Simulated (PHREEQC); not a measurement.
**Acid mine or pickling water (model solution)**

A made-up water analysis in mg/L, 20 °C, pH 3.76, pe 8.2: Na 82.9; K 2.51e-06; Ca 173; Mg 67.3; Cl 91.1; S(6) as SO4 721; Si as SiO2 4.6; Cu(2) 3.96; Mn(2) 0.872; N(5) as NO3 0.154.

Valence states are taken as typed.

The numbers come from PHREEQC with the ion-association model, wateq4f.dat.

Each row changes one thing in this solution. Precipitation was switched off in this run.

```csv
case,ionic strength (mol/kgw),Mg+2 (mol/kgw),MgSO4 (mol/kgw),HSO4- (mol/kgw),MnSO4 (mol/kgw),CaHSO4+ (mol/kgw),SI of Quartz (SiO2),SI of Gypsum (CaSO4:2H2O)
as made,0.0251,0.00204,0.000735,5.47e-5,3.49e-6,1.20e-6,-0.06,-0.67
Si from 4.6 to 2.3 mg/L,0.0251,0.00204,0.000735,5.46e-5,3.49e-6,1.20e-6,-0.36,-0.67
temperature from 20 to 45 °C at the same typed pH,0.0234,0.00173,0.00104,8.88e-5,4.55e-6,1.87e-6,-0.41,-0.70
```

Species that the database lacks are ignored. Constants without temperature data keep their 25 °C values here.
